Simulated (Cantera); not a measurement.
A perfectly stirred reactor is fed with CH4 : O2 : N2 = 1 : 2.53 : 9.52 (molar parts), at 3750 Torr; it is adiabatic with a 300 K inlet, and is followed from long to short residence time, starting on the burning branch (τ in s: 0.062, 0.034, 0.018, 0.0098, 0.0053, 0.0029, 0.0016, 0.00084, 0.00045, 0.00025, 0.00013, 7.2e-05, 3.9e-05).

Cantera simulation using GRI-Mech 3.0 (53 species, 325 reactions); the numbers are that mechanism's predictions, not measurements.

Question: What does this change do: pressure from 3750 Torr to 10500 Torr?

Answer: 
```csv
quantity,before,after
"blow-out, bracketed by the residence times tried","burning at 72.0 µs, out at 39.0 µs","burning at 0.130 ms, out at 72.0 µs"
x(CH4) at τ = 62.0 ms,4.53e-6,2.44e-6
x(O2) at τ = 62.0 ms,0.0404,0.0404
x(HCN) at τ = 62.0 ms,4.00e-8,3.67e-8
x(C2H) at τ = 62.0 ms,1.21e-12,<1e-12
x(OH) at τ = 62.0 ms,0.00121,0.000874
x(CH4) at τ = 1.60 ms,7.00e-5,5.42e-5
x(O2) at τ = 1.60 ms,0.0416,0.0411
x(HCN) at τ = 1.60 ms,1.46e-7,1.14e-7
x(C2H) at τ = 1.60 ms,1.43e-10,1.41e-10
x(OH) at τ = 1.60 ms,0.00244,0.00133
```
The pressure lies above the range GRI-Mech 3.0 was tuned for (to about 10 atm).

Question: What does this change do: pressure from 3750 Torr to 1730 Torr?

Answer: 
| quantity | before | after |
|---|---|---|
| blow-out, bracketed by the residence times tried | burning at 72.0 µs, out at 39.0 µs | burning at 0.130 ms, out at 72.0 µs |
| x(CH4) at τ = 62.0 ms | 4.53e-6 | 6.66e-6 |
| x(O2) at τ = 62.0 ms | 0.0404 | 0.0405 |
| x(HCN) at τ = 62.0 ms | 4.00e-8 | 4.20e-8 |
| x(C2H) at τ = 62.0 ms | 1.21e-12 | 2.20e-12 |
| x(OH) at τ = 62.0 ms | 0.00121 | 0.00164 |
| x(CH4) at τ = 1.60 ms | 7.00e-5 | 8.51e-5 |
| x(O2) at τ = 1.60 ms | 0.0416 | 0.0425 |
| x(HCN) at τ = 1.60 ms | 1.46e-7 | 1.60e-7 |
| x(C2H) at τ = 1.60 ms | 1.43e-10 | 1.12e-10 |
| x(OH) at τ = 1.60 ms | 0.00244 | 0.00377 |
